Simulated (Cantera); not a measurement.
Feed: 1 mol SiO2, 11 mol HCl, equilibrated at 1150 °C and 2.30 Pa.

Cantera equilibrium calculation (NASA polynomials, part measured and part estimated; ideal gas, pure solids and liquids). Candidate condensed phases: H2O, Si, SiO2; 30 gas species. The tables hold silica as quartz up to 1696 K and as liquid above; real silica turns to tridymite and cristobalite and melts near 1996 K. Equilibrium is a limit: real reactors are often held back by kinetics, nucleation or transport.

Base state: HCl 0.979, Cl 0.0137, H2 0.00659, H2O 0.000218, SiO 0.000216, H 0.000113 (mole fractions); condensed: SiO2(β-quartz).

**Question.** What changes in the equilibrium state with this change: pressure from 2.30 Pa to 13.3 mbar?

**Answer.** 
| species | before | after |
|---|---|---|
| HCl | 0.979 | 0.997 |
| Cl | 0.0137 | 0.00162 |
| H2 | 0.00659 | 0.000841 |
| SiCl4 | 1.80e-7 | 0.000109 |
| SiO | 0.000216 | 4.67e-8 |
| H | 0.000113 | 1.67e-6 |
| SiO2(β-quartz), mol | 0.998 | 0.999 |

**Question.** What changes in the equilibrium state with this change: temperature from 1150 °C to 1227 °C?

**Answer.** 
```csv
species,before,after
HCl,0.979,0.960
Cl,0.0137,0.0260
H2,0.00659,0.0119
SiO,0.000216,0.000941
H2O,0.000218,0.000941
H,0.000113,0.000400
"SiO2(β-quartz), mol",0.998,0.989
```
